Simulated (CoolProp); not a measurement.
Properties of dimethyl ether along the isobar 0.298 MPa.

Model: reference Helmholtz-energy equation of state, Wu 2011, in CoolProp.

```csv
T (°C),phase,density (kg/m³),cp (kJ/(kg K)),Joule-Thomson coefficient (K/MPa),fugacity coefficient
-37.45,liquid,752.6,2.206,-0.3506,0.1861
-19.55,liquid,728.2,2.253,-0.3133,0.4093
-1.55,liquid,…,2.314,-0.2635,0.7947
16.35,gas,6.085,1.547,27.83,0.9410
34.25,gas,5.654,1.559,…,0.9524
52.25,gas,5.289,1.584,17.99,…
70.15,gas,4.977,1.619,14.88,0.9673
88.05,gas,4.705,1.660,12.50,0.9724
106.05,gas,4.462,1.705,10.66,0.9764
123.95,gas,4.246,1.752,…,0.9796
141.95,gas,4.051,1.801,8.049,0.9822
159.85,gas,3.874,1.851,7.108,0.9844
177.75,gas,3.713,1.901,6.332,0.9863
195.75,gas,3.565,…,5.678,0.9879
213.65,gas,3.429,2.001,5.128,0.9892
```

**Question.** Fill in the missing entries.

**Answer.** 
- -1.55, density (kg/m³): 702.3
- 34.25, Joule-Thomson coefficient (K/MPa): 22.18
- 52.25, fugacity coefficient: 0.9609
- 123.95, Joule-Thomson coefficient (K/MPa): 9.212
- 195.75, cp (kJ/(kg K)): 1.951
